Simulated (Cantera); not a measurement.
Cantera run, input and output.

```python
import numpy as np
import cantera as ct

gas = ct.Solution("gri30.yaml")
gas.TPX = 1273, 13332, {'N2O': 1, 'H2': 0.02, 'N2': 0.93, 'H2O': 0.025}
inlet = ct.Reservoir(gas, clone=True)

reactor = ct.IdealGasConstPressureReactor(gas, energy="off", clone=False)
exhaust = ct.Reservoir(gas, clone=True)
tau = [2.3, 0.97, 0.41, 0.17, 0.073, 0.031, 0.013, 0.0055, 0.0023][0]
for a, b in ((inlet, reactor), (reactor, exhaust)):
    ct.MassFlowController(a, b, mdot=lambda t: reactor.mass / tau)
net = ct.ReactorNet([reactor])
show = ['N2O', 'H2', 'NO', 'NO2', 'O2', 'O', 'H']

rows = []
print(f"{'tau/s':>10s}{'T/K':>9s}" + "".join(f"{s:>11s}" for s in show))
for tau in [2.3, 0.97, 0.41, 0.17, 0.073, 0.031, 0.013, 0.0055, 0.0023]:
    net.initial_time = 0.0
    net.advance(30 * tau)
    before = gas.X
    net.advance(40 * tau)
    drift = np.max(np.abs(gas.X - before) / (gas.X + 1e-9))
    rows.append([gas.T, *gas[show].X, drift])
    print(f"{tau:10.3e}{gas.T:9.1f}" + "".join(f"{x:11.3e}" for x in gas[show].X))
```

Result:

```
     tau/s      T/K        N2O         H2         NO        NO2         O2          O          H
 2.300e+00   1273.0  2.567e-01  3.270e-05  2.230e-02  1.784e-04  8.463e-02  4.908e-06  5.027e-08
 9.700e-01   1273.0  3.546e-01  7.687e-05  1.344e-02  1.935e-04  4.986e-02  5.109e-06  8.556e-08
 4.100e-01   1273.0  4.241e-01  1.777e-04  6.959e-03  1.633e-04  2.530e-02  5.270e-06  1.739e-07
 1.700e-01   1273.0  4.637e-01  4.054e-04  3.212e-03  1.032e-04  1.146e-02  5.375e-06  3.976e-07
 7.300e-02   1273.0  4.824e-01  8.597e-04  1.461e-03  5.176e-05  5.093e-03  5.352e-06  8.908e-07
 3.100e-02   1273.0  4.916e-01  1.742e-03  6.655e-04  2.074e-05  2.170e-03  5.150e-06  1.916e-06
 1.300e-02   1273.0  4.968e-01  3.278e-03  3.264e-04  7.065e-06  8.784e-04  4.762e-06  3.735e-06
 5.500e-03   1273.0  5.006e-01  5.473e-03  1.743e-04  2.356e-06  3.394e-04  4.249e-06  5.967e-06
 2.300e-03   1273.0  5.036e-01  7.813e-03  8.726e-05  7.525e-07  1.224e-04  3.708e-06  7.032e-06
```

Computed with Cantera and GRI-Mech 3.0 (53 species, 325 reactions). GRI-Mech 3.0 was tuned for natural gas; its chemistry of N2O as a main component is partial and can be far from experiment. The mechanism lacks the step 2 NO + O2 → 2 NO2, which can matter for NO2 below about 1400 K. The temperature is held fixed by assumption; the heat of reaction is taken as removed at once.
